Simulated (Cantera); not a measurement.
Cantera run, input and output.

```python
import numpy as np
import cantera as ct

gas = ct.Solution("h2o2.yaml")
gas.TPX = 350, 280000, {'H2': 1, 'O2': 0.877, 'N2': 3.3}
flame = ct.FreeFlame(gas, width=0.019)
flame.set_refine_criteria(ratio=3, slope=0.08, curve=0.16)
flame.transport_model = "mixture-averaged"
flame.solve(loglevel=0, auto=True)
z, T = flame.grid, flame.T
thick = (T[-1] - T[0]) / np.gradient(T, z).max()
show = ['H2', 'O2', 'HO2', 'H2O', 'OH', 'H']
print(f"laminar burning velocity  {flame.velocity[0] * 100:.3f} cm/s")
print(f"burnt temperature         {T[-1]:.1f} K")
print(f"thermal thickness         {thick * 1e3:.4f} mm")
print(f"grid points               {len(z)}")
z0 = z[flame.heat_release_rate.argmax()]
print(f"{'z/mm':>9s}{'T/K':>9s}{'u/(m/s)':>9s}" + "".join(f"{s:>11s}" for s in show))
rows = []
for k in (-3, -2, -1.5, -1, -0.5, -0.25, 0, 0.25, 0.5, 1, 2, 4, 8):
    zz = z0 + k * thick
    rows.append([k * thick, np.interp(zz, z, T), np.interp(zz, z, flame.velocity),
                 *(np.interp(zz, z, flame.X[gas.species_index(s)]) for s in show)])
    print(f"{rows[-1][0] * 1e3:9.3f}{rows[-1][1]:9.1f}{rows[-1][2]:9.3f}" + "".join(f"{x:11.3e}" for x in rows[-1][3:]))
```

It prints:

```
laminar burning velocity  57.366 cm/s
burnt temperature         1768.9 K
thermal thickness         0.1494 mm
grid points               104
     z/mm      T/K  u/(m/s)         H2         O2        HO2        H2O         OH          H
   -0.448    350.4    0.572  1.901e-01  1.700e-01  4.290e-08  2.075e-05  4.298e-13  5.725e-15
   -0.299    352.8    0.572  1.827e-01  1.715e-01  4.431e-07  1.881e-04  8.348e-12  8.402e-14
   -0.224    359.8    0.576  1.719e-01  1.736e-01  2.209e-06  8.176e-04  1.108e-10  1.019e-12
   -0.149    399.0    0.622  1.460e-01  1.771e-01  2.188e-05  5.739e-03  6.597e-09  1.161e-10
   -0.075    660.1    0.990  9.205e-02  1.696e-01  3.867e-04  4.417e-02  1.813e-05  9.126e-06
   -0.037    985.4    1.462  5.876e-02  1.487e-01  4.337e-04  9.140e-02  3.632e-04  4.292e-04
    0.000   1303.6    1.929  2.971e-02  1.205e-01  2.338e-04  1.420e-01  1.611e-03  1.845e-03
    0.037   1504.3    2.226  1.260e-02  1.000e-01  1.347e-04  1.745e-01  3.493e-03  2.363e-03
    0.075   1611.3    2.384  5.760e-03  9.113e-02  8.630e-05  1.887e-01  4.471e-03  1.756e-03
    0.149   1701.3    2.514  2.057e-03  8.687e-02  4.226e-05  1.978e-01  4.146e-03  6.568e-04
    0.299   1747.6    2.579  6.107e-04  8.620e-02  1.440e-05  2.020e-01  2.604e-03  1.154e-04
    0.598   1763.1    2.600  1.428e-04  8.636e-02  3.888e-06  2.036e-01  1.346e-03  1.365e-05
    1.195   1767.4    2.606  4.046e-05  8.650e-02  1.470e-06  2.041e-01  7.603e-04  2.311e-06
```

Model: the H2/O2 subset of GRI-Mech 3.0, which has no nitrogen chemistry, integrated in Cantera. The hydrogen kinetics of GRI-Mech 3.0 are dated; newer H2 mechanisms differ, most at raised pressure. Burning velocities carry a grid error of a few per cent, more on coarse grids. Lean hydrogen flames are cellular in practice and burn faster than this planar one.
